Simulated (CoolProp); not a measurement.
n-nonane along the isobar 1.76 MPa: density (kg/m³) from the reference equation and from simpler models built on Tc = 594.5 K, pc = 2.282 MPa, ω = 0.443; each cubic takes its own stable root.

Values from CoolProp's reference Helmholtz-energy equation of state, Lemmon 2006. It is a short technical equation, of lower accuracy than the large ones.

```
T (K)   phase  reference
-----  ------  ---------
374.6  liquid      654.6
393.4  liquid      638.9
412.2  liquid      622.8
431    liquid      606.0
449.8  liquid      588.4
468.5  liquid      569.9
487.3  liquid      550.0
506.1  liquid      528.2
524.9  liquid      503.6
543.7  liquid      474.6
562.4  liquid      436.8
581.2     gas      84.05
600       gas      69.34
```

Task: How far does each simpler model (van der Waals, Redlich-Kwong, Soave-Redlich-Kwong, Peng-Robinson) lie from the reference over these 13 states: mean and median of the absolute difference, and the worst?

Result: 
- van der Waals: mean 42.1 %, median 44.1 %, worst -81.5 % at 562.4 K and 1.76 MPa
- Redlich-Kwong: mean 19.7 %, median 20.4 %, worst -29.2 % at 562.4 K and 1.76 MPa
- Soave-Redlich-Kwong: mean 14.7 %, median 14.7 %, worst -22.6 % at 562.4 K and 1.76 MPa
- Peng-Robinson: mean 4.9 %, median 3.7 %, worst -12.8 % at 562.4 K and 1.76 MPa

At some of these states van der Waals gives the other phase, because its saturation line lies elsewhere.
